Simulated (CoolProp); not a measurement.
Aqueous ammonia as a coolant, 25 % by mass, freezing at -55.5 °C, 1 atm.

Model: Melinder's fits for secondary coolants, in CoolProp.

| T (°C) | viscosity (mPa s) | Prandtl number | conductivity (W/(m K)) | cp (kJ/(kg K)) |
|---|---|---|---|---|
| -16.6 | 4.05 | ___ | 0.397 | 4.262 |
| -10.5 | 3.20 | 33.3 | 0.408 | 4.253 |
| -4.4 | 2.58 | 26.1 | ___ | 4.245 |
| 1.6 | 2.13 | ___ | 0.430 | ___ |
| 7.7 | 1.78 | 17.1 | ___ | 4.233 |
| 13.8 | 1.50 | 14.0 | 0.451 | 4.229 |
| 19.9 | ___ | 11.7 | 0.461 | 4.224 |
| 26 | 1.09 | 9.73 | ___ | 4.219 |

**Question.** What belongs in the gaps?

**Answer.** 
- -16.6, Prandtl number: 43.5
- -4.4, conductivity (W/(m K)): 0.419
- 1.6, Prandtl number: 21.0
- 1.6, cp (kJ/(kg K)): 4.239
- 7.7, conductivity (W/(m K)): 0.440
- 19.9, viscosity (mPa s): 1.27
- 26, conductivity (W/(m K)): 0.471
